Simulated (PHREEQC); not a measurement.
4.9 g of hydrous ferric oxide (600 m²/g; 0.2 weak and 0.005 strong sites per Fe, Dzombak-Morel constants, diffuse double layer) in 1 kg of water with 0.001 mol/kgw of an inert sodium salt and 0.00026 mol H3BO3 and 0.00014 mol BaCl2, at 25 °C; the pH is set by adding NaOH or the inert anion's acid. O2 is buffered at 0.21 atm. The system is closed to CO2. Nothing may precipitate in this run.

Base run: PHREEQC, ion-association model, wateq4f.dat. Each further column changes one thing. The table gives B sorbed (%).

```
pH     base  no electrostatic term (-no_edl)  background salt from 0.001 to 0.0001 mol/kgw  oxide from 4.9 to 24 g/kgw  0.0036 mol/kgw MgCl2 added
-----  ----  -------------------------------  --------------------------------------------  --------------------------  --------------------------
3       0.7                              0.0                                           0.8                         1.3                         0.4
3.67    1.8                              0.0                                           1.9                         4.4                         1.1
4.33    2.7                              0.0                                           2.8                         9.0                         2.0
5       3.2                              0.0                                           3.2                        12.6                         2.7
5.67    3.3                              0.1                                           3.4                        14.2                         3.2
6.33    3.4                              0.4                                           3.4                        14.6                         3.3
7       3.4                              1.5                                           3.4                        14.6                         3.3
7.67    3.3                              2.9                                           3.3                        14.4                         2.6
8.33    3.0                              2.9                                           3.0                        13.3                         1.7
9       2.1                              1.3                                           2.2                         9.7                         0.9
9.67    0.9                              0.2                                           0.9                         4.3                         0.3
10.33   0.2                              0.0                                           0.3                         1.2                         0.1
11      0.1                              0.0                                           0.1                         0.2                         0.0
```

The oxide is taken as insoluble; below pH 4 it would dissolve.
